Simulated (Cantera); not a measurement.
A jet of CH4 : O2 : N2 = 0.012 : 0.19 : 0.79 (molar parts), equivalence ratio 0.13 at 300 K and 263 Torr hits a platinum plate 3 cm away at a mass flux of 0.024 kg/m²/s; the plate temperature is set and raised in steps from an oxygen-covered start.

Cantera simulation using Deutschmann's 1995 Pt surface mechanism with GRI-Mech 3.0 gas chemistry; the numbers are that mechanism's predictions, not measurements. Catalytic surfaces can have several steady states; this one follows from the mechanism file's or the stated starting coverage.

One state of this run: wall x CH4 = 0.00134; wall x O2 = 0.169; wall x H2O = 0.0197; wall x OH = 6.67e-7; wall x CO = 2.51e-6; wall x CO2 = 0.0128; θ free Pt = 0.340; θ O* = 0.658; θ OH* = 0.00129. x: mole fraction at the wall; θ: surface coverage.

Question: Which value of plate T (K) does it belong to?
(A) 950
(B) 1050
(C) 1100
(D) 1150

Answer: C, 1100
